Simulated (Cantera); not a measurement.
## Silicon etching in halogen gases: Si + HBr + N2

Charge: 1 mol Si, 4 mol HBr, 0.19 mol N2, at 0.133 bar.

Equilibrium computed with Cantera from the NASA thermochemical tables; the gas is ideal and each condensed phase is pure. Candidate condensed phases: Br2, Si, Si3N4; 28 gas species. N2 is the only nitrogen source here; it is nearly inert below about 1500 K, so the nitride shown seldom forms there in practice. The tables' values for SiBr3 are old estimates; treat these amounts as uncertain. Equilibrium is a limit: real reactors are often held back by kinetics, nucleation or transport.

```
T (K)  log p H2  log p HBr  log p SiBr4  log p SiHBr3  log p SiBr3  log p SiBr2  n Si3N4(s)
-----  --------  ---------  -----------  ------------  -----------  -----------  ----------
825       -1.24      -1.34        -1.54         -4.60        -6.69        -8.74      0.0944
875       -1.24      -1.34        -1.54         -4.35        -6.07        -7.73      0.0944
925       -1.24      -1.34        -1.54         -4.12        -5.51        -6.83      0.0945
975       -1.24      -1.34        -1.54         -3.92        -5.02        -6.02      0.0945
1025      -1.24      -1.33        -1.54         -3.74        -4.57        -5.29      0.0945
1075      -1.24      -1.33        -1.54         -3.58        -4.17        -4.64      0.0946
1125      -1.24      -1.33        -1.55         -3.44        -3.81        -4.05      0.0946
1175      -1.24      -1.33        -1.55         -3.32        -3.49        -3.53      0.0945
```
log p: log10 of the partial pressure in bar; n: condensed amount in mol.

From 825 K to 1175 K the condensed part is Si3N4(s). The main Si-bearing gas is SiBr4 throughout.
